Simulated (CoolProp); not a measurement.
Properties of isopentane along the isotherm 226.85 °C.

Computed with CoolProp (reference Helmholtz-energy equation of state, Lemmon 2006). It is a short technical equation, of lower accuracy than the large ones.

```csv
p (MPa),phase,Z,cp (kJ/(kg K)),isothermal compressibility (1/MPa),conductivity (mW/(m K)),fugacity coefficient
0.507,gas,0.9599,2.575,…,42.2,…
1.01,gas,…,2.618,…,42.2,0.9232
1.52,gas,0.8734,2.674,0.7613,42.4,0.8854
2.03,gas,0.8259,2.747,0.6092,42.9,0.8480
2.53,gas,0.7760,…,0.5283,43.6,0.8119
3.04,gas,0.7213,2.988,…,44.8,0.7754
3.55,supercritical,0.6619,3.204,0.4656,46.6,…
4.05,supercritical,0.5982,3.539,0.4694,49.2,0.7043
4.56,supercritical,0.5275,4.102,0.4913,52.8,0.6688
5.07,supercritical,0.4551,4.858,0.4907,…,0.6337
```

Q: Some entries are withheld; supply them.

A: 
- 0.507, isothermal compressibility (1/MPa): 2.057
- 0.507, fugacity coefficient: 0.9612
- 1.01, Z: 0.9182
- 1.01, isothermal compressibility (1/MPa): 1.083
- 2.53, cp (kJ/(kg K)): 2.846
- 3.04, isothermal compressibility (1/MPa): 0.4837
- 3.55, fugacity coefficient: 0.7393
- 5.07, conductivity (mW/(m K)): 56.8

Thermal conductivity comes from a separate model (Vassiliou 2015).
